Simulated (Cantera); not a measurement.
Cantera run:

```python
import numpy as np
import cantera as ct

gas_names = """
    O2 CL2
""".split()
cond_names = """
    Li(L) LiCL(L) Li2O(s)
""".split()


def load(file, names, dense=False):
    # The tables refer to 1 bar. Condensed volumes are neglected.
    table = {s.name: s for s in ct.Species.list_from_file(file)}
    out = []
    for n in names:
        d = dict(table[n].input_data)
        d["thermo"] = dict(d["thermo"], **{"reference-pressure": 1e5})
        if dense:
            d["equation-of-state"] = {"model": "constant-volume", "density": "1e6 g/cm^3"}
        out.append(ct.Species.from_dict(d))
    return out


species = {s.name: s for s in load("nasa_gas.yaml", gas_names) + load("nasa_condensed.yaml", cond_names)}
T = 1275
g = {n: (s.thermo.h(T) - T * s.thermo.s(T)) / (ct.gas_constant * T * np.log(10)) for n, s in species.items()}
valid = cond_names  # the entries whose range holds T


def stable(la, lb):
    # potentials (over RT ln 10) of the two non-metals from log10 p(O2) and log10 p(CL2) in bar
    mu = {}
    mu["O"] = (g["O2"] + la) / 2
    mu["Cl"] = (g["CL2"] + lb) / 2
    cost = {}
    for n in valid:
        c = species[n].composition
        cost[n] = (g[n] - sum(c.get(e, 0) * m for e, m in mu.items())) / c["Li"]
    return min(cost, key=cost.get)


results = []
for lb in [0, -3.1, -6.2, -9.3, -12.4, -15.5, -18.5, -21.6, -24.7, -27.8, -30.9, -34]:
    row = [stable(la, lb) for la in [-33, -31.6, -30.1, -28.7, -27.3, -25.8, -24.4, -23, -21.5, -20.1, -18.7, -17.2, -15.8, -14.3, -12.9, -11.5, -10, -8.6, -7.2, -5.7, -4.3, -2.9, -1.4, 0]]
    results.append(row)
    print(f"{lb:6.1f}  " + " ".join(f"{valid.index(n):x}" for n in row))
print("key: " + ", ".join(f"{i:x} {n}" for i, n in enumerate(valid)))
```

Result:

```
   0.0  1 1 1 1 1 1 1 1 1 1 1 1 1 1 1 1 1 1 1 1 1 1 1 1
  -3.1  1 1 1 1 1 1 1 1 1 1 1 1 1 1 1 1 1 1 1 1 1 1 1 1
  -6.2  1 1 1 1 1 1 1 1 1 1 1 1 1 1 1 1 1 1 1 1 1 1 1 1
  -9.3  1 1 1 1 1 1 1 1 1 1 1 1 1 1 1 1 1 1 1 1 1 1 2 2
 -12.4  1 1 1 1 1 1 1 1 1 1 1 1 1 1 1 1 1 1 2 2 2 2 2 2
 -15.5  1 1 1 1 1 1 1 1 1 1 1 1 1 2 2 2 2 2 2 2 2 2 2 2
 -18.5  1 1 1 1 1 1 1 1 1 2 2 2 2 2 2 2 2 2 2 2 2 2 2 2
 -21.6  1 1 1 1 1 2 2 2 2 2 2 2 2 2 2 2 2 2 2 2 2 2 2 2
 -24.7  1 2 2 2 2 2 2 2 2 2 2 2 2 2 2 2 2 2 2 2 2 2 2 2
 -27.8  2 2 2 2 2 2 2 2 2 2 2 2 2 2 2 2 2 2 2 2 2 2 2 2
 -30.9  2 2 2 2 2 2 2 2 2 2 2 2 2 2 2 2 2 2 2 2 2 2 2 2
 -34.0  2 2 2 2 2 2 2 2 2 2 2 2 2 2 2 2 2 2 2 2 2 2 2 2
key: 0 Li(L), 1 LiCL(L), 2 Li2O(s)
```

Cantera with NASA thermochemical tables; ideal gases at 1 bar, condensed phases pure. Not in the tables: the peroxide.
